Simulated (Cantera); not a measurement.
Charge: 1 mol SiCl4, 2.5 mol HCl, 2.4 mol H2, held at 1023.15 K and 113 Torr.

Equilibrium computed with Cantera from the NASA thermochemical tables; the gas is ideal and each condensed phase is pure. Candidate condensed phases: Si; 19 gas species. The tables' values for SiCl3 are old estimates; treat these amounts as uncertain. Equilibrium is a limit: real reactors are often held back by kinetics, nucleation or transport.

Base state: HCl 0.425, H2 0.405, SiCl4 0.168, SiHCl3 0.00136, SiCl3 0.000128 (mole fractions); condensed: gas only.

### Question
What changes in the equilibrium state with this change: HCl from 2.5 to 4.6 mol?

### Answer
```csv
species,before,after
HCl,0.425,0.576
H2,0.405,0.299
SiCl4,0.168,0.124
SiHCl3,0.00136,0.000548
SiCl3,0.000128,6.02e-5
```

### Question
What changes in the equilibrium state with this change: temperature from 1023.15 K to 898.15 K?

### Answer
```json
[
 {"species": "HCl", "before": "0.425", "after": "0.424"},
 {"species": "H2", "before": "0.405", "after": "0.406"},
 {"species": "SiCl4", "before": "0.168", "after": "0.169"},
 {"species": "SiCl3", "before": "0.000128", "after": "7.38e-6"},
 {"species": "SiHCl3", "before": "0.00136", "after": "0.000451"}
]
```

### Question
What changes in the equilibrium state with this change: HCl from 2.5 to 1.4 mol?

### Answer
```csv
species,before,after
H2,0.405,0.497
HCl,0.425,0.295
SiCl4,0.168,0.205
SiHCl3,0.00136,0.00293
SiCl3,0.000128,0.000250
```
